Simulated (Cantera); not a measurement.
Input: 1 mol MgSO4, 1.9 mol H2O, 0.25 mol O2, held at 1423 K and 5700 Pa.

Method: chemical equilibrium by Gibbs-energy minimisation in Cantera with the NASA 1993 tables (ideal gas, pure condensed phases). Candidate condensed phases: H2O, H2SO4, Mg, MgO, Mg(OH)2, MgS, MgSO4, S; 26 gas species. Rates play no part.

Base state: H2O 0.521, SO2 0.273, O2 0.205, SO3 0.00167, OH 0.000179 (mole fractions); condensed: MgO(s).

Task: What changes in the equilibrium state with this change: H2O from 1.9 to 0.19 mol?

Result: 
```tsv
species	before	after
SO2	0.273	0.512
O2	0.205	0.385
H2O	0.521	0.0981
SO3	0.00167	0.00430
OH	0.000179	9.10e-5
MgO(s), mol	1.00	1.00
```
